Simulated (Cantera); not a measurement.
A perfectly stirred reactor is fed with 75.2 % CH₄, 24.8 % CO₂, at 323 Torr; it is held at 2148 K, and followed from long to short residence time.

Cantera simulation using GRI-Mech 3.0 (53 species, 325 reactions); the numbers are that mechanism's predictions, not measurements. GRI-Mech 3.0 stops at C3 and has no aromatics, soot or wall deposition, so with more carbon than oxygen in the feed, carbon stays in small species such as C2H2 where larger ones or solid carbon would form.

x: mole fraction; the columns are a selection and need not sum to one.

```tsv
τ (s)	x CH₄	x CO₂	x O	x HO₂	x CH₂O	x HCO	x H₂
28	0.000612	3.07e-6	7.06e-11	<1e-12	2.67e-8	1.39e-7	0.621
5.4	0.000948	1.57e-5	3.52e-10	<1e-12	2.72e-8	1.39e-7	0.621
1.0	0.00195	8.46e-5	1.83e-9	<1e-12	3.20e-8	1.38e-7	0.619
0.19	0.00447	0.000439	8.76e-9	<1e-12	8.64e-8	1.39e-7	0.614
0.037	0.0105	0.00207	3.35e-8	<1e-12	6.11e-7	(withheld)	0.598
0.0069	0.0256	0.00871	8.18e-8	7.73e-12	4.39e-6	(withheld)	0.554
0.0013	0.0653	0.0344	1.01e-7	2.59e-11	2.04e-5	(withheld)	0.493
0.00025	0.171	0.106	6.35e-8	3.17e-11	6.85e-5	(withheld)	0.429
```

**Question.** Complete the blanks.

**Answer.** 
- 0.037, x HCO: 1.71e-7
- 0.0069, x HCO: 3.96e-7
- 0.0013, x HCO: 1.15e-6
- 0.00025, x HCO: 3.18e-6
